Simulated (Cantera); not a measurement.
Input (Python, Cantera) and output of one run.

```python
import numpy as np
import cantera as ct

gas_names = [...]  # 109 gases of nasa_gas.yaml made of C, Cl, H, Si
cond_names = """
    C(gr) C6H6(L) C7H8(L) C8H18(L),n-octa Si(cr) Si(L) SiC(b)
""".split()


# ... load() reads the species with a 1 bar reference pressure and builds the phases ...
atoms = {
    'SiH2Cl2': {'Si': 1, 'H': 2, 'CL': 2},
    'C2H4': {'C': 2, 'H': 4},
    'H2': {'H': 2},
}
top_T = {'C(gr)': 4500, 'SiC(b)': 3050}  # K; cautious upper limits of use, not melting points


# ... equilibrate(T, P, feed) seeds the gas with the atoms and calls Mixture.equilibrate('TP', solver="vcs", rtol=1e-11, max_steps=5000) ...
results = []
feed = {'SiH2Cl2': 1, 'C2H4': 0.76, 'H2': 250}  # mol
T = 1950  # K
P = 1333.22  # Pa
mix = equilibrate(T, P, feed)
results.append((T, P, feed, dict(zip(mix.species_names, mix.species_moles))))
x = sorted(zip(gas.X, gas.species_names), reverse=True)
print(f"T = {T:g} K  P = {P:g} Pa  gas = {mix.phase_moles(0):.4g} mol")
print("   x: " + "  ".join(f"{s} {v:.3e}" for v, s in x if v > 0.001))
print("   condensed (mol): " + ("  ".join(f"{mix.phase(i).name} {mix.phase_moles(i):.4g}"
      for i in range(1, mix.n_phases) if mix.phase_moles(i) > 1e-12) or "none"))
```

It prints:

```
T = 1950 K  P = 1333.22 Pa  gas = 254.8 mol
   x: H2 9.817e-01  H 9.837e-03  HCL 7.774e-03
   condensed (mol): C(gr) 0.2701  SiC(b) 0.9725
```

Method: chemical equilibrium by Gibbs-energy minimisation in Cantera with the NASA 1993 tables (ideal gas, pure condensed phases).
